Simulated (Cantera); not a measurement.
What does this Cantera script print?

```python
import numpy as np
import cantera as ct

gas_names = """
    O2 CL2
""".split()
cond_names = """
    Li(L) LiCL(L) Li2O(s)
""".split()


# ... load() reads the species with a 1 bar reference pressure and builds the phases ...
species = {s.name: s for s in load("nasa_gas.yaml", gas_names) + load("nasa_condensed.yaml", cond_names)}
T = 1325
g = {n: (s.thermo.h(T) - T * s.thermo.s(T)) / (ct.gas_constant * T * np.log(10)) for n, s in species.items()}
valid = cond_names  # the entries whose range holds T


def stable(la, lb):
    # potentials (over RT ln 10) of the two non-metals from log10 p(O2) and log10 p(CL2) in bar
    mu = {}
    mu["O"] = (g["O2"] + la) / 2
    mu["Cl"] = (g["CL2"] + lb) / 2
    cost = {}
    for n in valid:
        c = species[n].composition
        cost[n] = (g[n] - sum(c.get(e, 0) * m for e, m in mu.items())) / c["Li"]
    return min(cost, key=cost.get)


results = []
for lb in [0, -1.4, -2.8, -4.2, -5.6, -7, -8.4, -9.8, -11.2, -12.6, -14]:
    row = [stable(la, lb) for la in [-19, -18.1, -17.2, -16.3, -15.4, -14.5, -13.5, -12.6, -11.7, -10.8, -9.9, -9, -8.1, -7.2, -6.3, -5.4, -4.5, -3.5, -2.6, -1.7, -0.8, 0.1, 1]]
    results.append(row)
    print(f"{lb:6.1f}  " + " ".join(f"{valid.index(n):x}" for n in row))
print("key: " + ", ".join(f"{i:x} {n}" for i, n in enumerate(valid)))
```

Result:

```
   0.0  1 1 1 1 1 1 1 1 1 1 1 1 1 1 1 1 1 1 1 1 1 1 1
  -1.4  1 1 1 1 1 1 1 1 1 1 1 1 1 1 1 1 1 1 1 1 1 1 1
  -2.8  1 1 1 1 1 1 1 1 1 1 1 1 1 1 1 1 1 1 1 1 1 1 1
  -4.2  1 1 1 1 1 1 1 1 1 1 1 1 1 1 1 1 1 1 1 1 1 1 1
  -5.6  1 1 1 1 1 1 1 1 1 1 1 1 1 1 1 1 1 1 1 1 1 1 1
  -7.0  1 1 1 1 1 1 1 1 1 1 1 1 1 1 1 1 1 1 1 1 1 1 1
  -8.4  1 1 1 1 1 1 1 1 1 1 1 1 1 1 1 1 1 1 1 1 1 2 2
  -9.8  1 1 1 1 1 1 1 1 1 1 1 1 1 1 1 1 1 2 2 2 2 2 2
 -11.2  1 1 1 1 1 1 1 1 1 1 1 1 1 1 2 2 2 2 2 2 2 2 2
 -12.6  1 1 1 1 1 1 1 1 1 1 1 2 2 2 2 2 2 2 2 2 2 2 2
 -14.0  1 1 1 1 1 1 1 1 2 2 2 2 2 2 2 2 2 2 2 2 2 2 2
key: 0 Li(L), 1 LiCL(L), 2 Li2O(s)
```

Standard-state values (1 bar) from the NASA 1993 polynomials, evaluated with Cantera. Not in the tables: the peroxide.
